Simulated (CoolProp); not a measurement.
Properties of carbon monoxide along the isobar 0.101 MPa.

Computed with CoolProp (reference Helmholtz-energy equation of state, Lemmon 2006). It is a short technical equation, of lower accuracy than the large ones.

```
T (K)  phase  speed of sound (m/s)  Joule-Thomson coefficient (K/MPa)
-----  -----  --------------------  ---------------------------------
130.6    gas                 231.7                              10.92
149.4    gas                   [?]                              8.677
168.2    gas                 263.8                              7.110
187.1    gas                 278.5                              5.946
205.9    gas                 292.3                              5.054
224.7    gas                 305.5                              4.343
243.6    gas                 318.1                              3.760
262.4    gas                 330.2                                [?]
281.3    gas                 341.9                              2.867
300.1    gas                 353.2                              2.517
318.9    gas                 364.1                                [?]
337.8    gas                 374.6                                [?]
356.6    gas                   [?]                              1.713
375.4    gas                   [?]                              1.505
394.3    gas                   [?]                              1.318
413.1    gas                 413.8                              1.151
```

### Question
Fill in the missing entries.

### Answer

- 149.4, speed of sound (m/s): 248.4
- 262.4, Joule-Thomson coefficient (K/MPa): 3.277
- 318.9, Joule-Thomson coefficient (K/MPa): 2.213
- 337.8, Joule-Thomson coefficient (K/MPa): 1.947
- 356.6, speed of sound (m/s): 384.8
- 375.4, speed of sound (m/s): 394.7
- 394.3, speed of sound (m/s): 404.4
